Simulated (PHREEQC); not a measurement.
## Acid mine or pickling water (model solution)

Synthetic water in mmol/kgw, 25 °C, pH 3.11, pe 12.1:

| constituent | mmol/kgw |
|---|---|
| Na | 49.2 |
| K | 6.3 |
| Ca | 5.56 |
| Mg | 10.8 |
| Cl | 24.5 |
| S(6) | 34.1 |
| Mn(2) | 0.0235 |
| Al | 0.0164 |
| Si | 0.158 |
| Pb | 0.777 |
| Cu(2) | 0.0441 |

Cl is adjusted to close the charge balance.
Valence states are taken as typed.

Equilibrium calculation in PHREEQC: ion-association model, phreeqc.dat.

Each row changes one thing in this solution. No solid was allowed to form.

```json
[
 {"case": "as made", "ionic strength (mol/kgw)": "0.107", "Na+ (mol/kgw)": "0.0472", "SO4-2 (mol/kgw)": "0.0236", "Mg+2 (mol/kgw)": "0.00605", "MgSO4 (mol/kgw)": "0.00475", "NaSO4- (mol/kgw)": "0.00202", "SI of Quartz (SiO2)": "+0.19", "SI of Gypsum (CaSO4:2H2O)": "-0.36"},
 {"case": "Na from 49.2 to 98.4 mmol/kgw", "ionic strength (mol/kgw)": "0.158", "Na+ (mol/kgw)": "0.0949", "SO4-2 (mol/kgw)": "0.0233", "Mg+2 (mol/kgw)": "0.00671", "MgSO4 (mol/kgw)": "0.00409", "NaSO4- (mol/kgw)": "0.00353", "SI of Quartz (SiO2)": "+0.20", "SI of Gypsum (CaSO4:2H2O)": "-0.43"},
 {"case": "temperature from 25 to 90 °C at the same typed pH", "ionic strength (mol/kgw)": "0.0947", "Na+ (mol/kgw)": "0.0472", "SO4-2 (mol/kgw)": "0.0185", "Mg+2 (mol/kgw)": "0.00355", "MgSO4 (mol/kgw)": "0.00725", "NaSO4- (mol/kgw)": "0.00203", "SI of Quartz (SiO2)": "-0.60", "SI of Gypsum (CaSO4:2H2O)": "-0.33"}
]
```

Some of these states are supersaturated (in Anglesite, Quartz (slow to form), for instance). Away from 25 °C the constants follow the database's enthalpies or fits; those with neither stay at their 25 °C values.
